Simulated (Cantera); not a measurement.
Charge: 1 mol Si, 4.2 mol HCl, 0.32 mol H2, 1.4 mol Cl2, at 1525 K and 6600 Torr.

Equilibrium computed with Cantera from the NASA thermochemical tables; the gas is ideal and each condensed phase is pure. Candidate condensed phases: Si; 19 gas species. The tables' values for SiCl3 are old estimates; treat these amounts as uncertain. Rates play no part.

Base state: HCl 0.622, SiCl4 0.189, H2 0.176, SiCl3 0.00680, SiHCl3 0.00604, SiCl2 0.000727, SiH2Cl2 3.11e-5 (mole fractions); condensed: gas only.

Task: What changes in the equilibrium state with this change: temperature from 1525 K to 550 K?

Result: 
```tsv
species	before	after
HCl	0.622	0.610
SiCl4	0.189	0.203
H2	0.176	0.187
SiCl3	0.00680	<1e-9
SiCl2	0.000727	<1e-9
SiH2Cl2	3.11e-5	<1e-9
```
